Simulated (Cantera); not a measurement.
# Ignition delay

Mixture: 9.60 % CH4, 17.5 % O2, 65.6 % N2, 6.05 % H2O, 1.25 % H2, at 7500 Torr, adiabatic and at constant volume. Ignition delay is the time to a rise of 400 K.

Cantera simulation using GRI-Mech 3.0 (53 species, 325 reactions); the numbers are that mechanism's predictions, not measurements.

| T0 (K) | delay (ms) |
|---|---|
| 1298 | 0.534 |
| 1373 | 0.298 |
| 1448 | 0.166 |
| 1523 | 0.0924 |
| 1598 | 0.0519 |
| 1673 | 0.0297 |
| 1748 | 0.0175 |
| 1823 | 0.0106 |
| 1898 | 0.00672 |
| 1973 | 0.00441 |

```
Quantity                                                Result
--------------------------------------------------  ----------
apparent activation energy between 1823 and 1973 K  180 kJ/mol
```
